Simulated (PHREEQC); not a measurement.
Model water analysis in mg/kgw, 25 °C, pH 6.04, pe 10.8: Na 7.92; K 6.31; Ca 1.67; Mg 0.836; Cl 9.79; S(6) as SO4 3.68; Alkalinity as HCO3 18.3; Pb 0.497; Ba 0.0216.

Na is adjusted to close the charge balance.
Valence states are taken as typed.

Computed with PHREEQC (ion-association model, wateq4f.dat).

- ionic strength = 0.000766 mol/kgw

```
species  molality  activity   log γ
-------  --------  --------  ------
CO2      0.000595  0.000595   0.000
Na+      0.000334  0.000324  -0.014
HCO3-    0.000299  0.000290  -0.013
Cl-      0.000276  0.000268  -0.014
K+       0.000161  0.000156  -0.014
Ca+2      4.13e-5   3.65e-5  -0.054
SO4-2     3.77e-5   3.33e-5  -0.054
Mg+2      3.41e-5   3.01e-5  -0.054
Pb+2      1.62e-6   1.43e-6  -0.054
```

No solid was allowed to form. Complexes and solids missing from the database can't appear.
